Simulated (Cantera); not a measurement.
Charge: 1 mol SiF4, 10 mol NH3, 6.8 mol H2, at 1175 K and 10.0 mbar.

These are equilibrium values from Cantera (NASA tables, ideal gas, pure condensed phases), not measurements of a reactor. Candidate condensed phases: Si, Si3N4; 37 gas species. The tables' values for SiF3 are old estimates; treat these amounts as uncertain. Equilibrium is a limit: real reactors are often held back by kinetics, nucleation or transport.

Base state: H2 0.783, N2 0.180, SiF4 0.0351, HF 0.00188, SiHF3 0.000360, SiF3 0.000205 (mole fractions); condensed: Si3N4(s).

Task: What changes in the equilibrium state with this change: temperature from 1175 K to 1023.15 K?

Result: 
| species | before | after |
|---|---|---|
| H2 | 0.783 | 0.784 |
| N2 | 0.180 | 0.180 |
| SiF4 | 0.0351 | 0.0357 |
| HF | 0.00188 | 0.000683 |
| SiF3 | 0.000205 | 1.24e-5 |
| SiHF3 | 0.000360 | 0.000128 |
| Si3N4(s), mol | 0.00303 | 0.00125 |

Task: What changes in the equilibrium state with this change: SiF4 replaced by Si2Cl6?

Result: 
```json
[
 {"species": "H2", "before": "0.783", "after": "0.662"},
 {"species": "HCl", "before": "0", "after": "0.208"},
 {"species": "N2", "before": "0.180", "after": "0.129"},
 {"species": "SiF4", "before": "0.0351", "after": "0"},
 {"species": "SiCl4", "before": "0", "after": "0.000602"},
 {"species": "HF", "before": "0.00188", "after": "0"},
 {"species": "SiHF3", "before": "0.000360", "after": "0"},
 {"species": "SiF3", "before": "0.000205", "after": "0"},
 {"species": "SiCl2", "before": "0", "after": "6.90e-5"},
 {"species": "Si3N4(s), mol", "before": "0.00303", "after": "0.659"}
]
```
The feed counts by its element totals alone. The tables' values for SiCl3 are old estimates; treat these amounts as uncertain. Further candidate phases: NH4Cl.

Task: What changes in the equilibrium state with this change: NH3 from 10 to 0.16 mol?

Result: 
```csv
species,before,after
H2,0.783,0.865
SiF4,0.0351,0.121
N2,0.180,0.00985
SiHF3,0.000360,0.00129
SiF3,0.000205,0.000698
HF,0.00188,0.00201
"Si3N4(s), mol",0.00303,0
```
